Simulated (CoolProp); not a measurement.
Vapour-liquid equilibrium of R1234yf (1) + R227EA (2) at 0.263 MPa; x and y are mole fractions of (1).

Computed with CoolProp (multi-fluid Helmholtz-energy mixture model, Lemmon 2022 and Lemmon 2016; pair parameters Bell 2016).

| x | bubble temperature (°C) | y at the bubble point | dew temperature at overall composition x (°C) | liquid density (mol/L) |
|---|---|---|---|---|
| 0.05 | 7.4 | 0.075 | 7.7 | [?] |
| 0.2 | 5.0 | 0.277 | 5.9 | 8.902 |
| 0.35 | 2.8 | 0.451 | 4.1 | 9.171 |
| 0.5 | 0.8 | 0.604 | 2.2 | 9.448 |
| 0.65 | -1.1 | 0.740 | 0.1 | 9.737 |
| 0.8 | [?] | 0.860 | -2.0 | 10.04 |
| 0.95 | [?] | [?] | -4.4 | 10.35 |

**Question.** Complete the blanks.

**Answer.** 
- 0.05, liquid density (mol/L): 8.642
- 0.8, bubble temperature (°C): -3.0
- 0.95, bubble temperature (°C): -4.7
- 0.95, y at the bubble point: 0.967

No azeotrope shows between x = 0.05 and 0.95.

Pair parameters are fitted to limited data, so mixtures are less certain than the pure fluids.
